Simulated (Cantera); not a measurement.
Charge: 1 mol FeS2, 4.3 mol H2S, 1.5 mol CO2, at 10.0 mbar.

Cantera equilibrium calculation (NASA polynomials, part measured and part estimated; ideal gas, pure solids and liquids). Candidate condensed phases: C, C6H6, C7H8, C8H18, Fe, Fe(CO)5, FeO, Fe(OH)2, Fe(OH)3, FeS, FeSO4, FeS2, Fe2O3, Fe2(SO4)3, Fe3O4, H2O, H2SO4, S; 127 gas species. FeS: taken at fixed stoichiometry. Gases not in the tables: S3 to S7. Equilibrium is a limit: real reactors are often held back by kinetics, nucleation or transport.

Which condensed phases are stable at each of these points (T (K)): 923, 998, 1073, 1148, 1223, 1298, 1373, 1448, 1523, 1598, 1673, 1748, 1823, 1898?


```csv
T (K),condensed phases,Fe condensed (%)
923,FeS(s),100.0
998,FeS(s),100.0
1073,FeS(s),100.0
1148,FeS(s),100.0
1223,FeS(s),100.0
1298,FeS(s),100.0
1373,FeS(s),100.0
1448,FeS(s),100.0
1523,FeS(l),100.0
1598,FeS(l),100.0
1673,FeS(l),99.9
1748,FeS(l),99.6
1823,FeS(l),98.5
1898,FeS(l),93.9
```

From 923 K to 1448 K the condensed part is FeS(s). From 1523 K to 1898 K the condensed part is FeS(l).
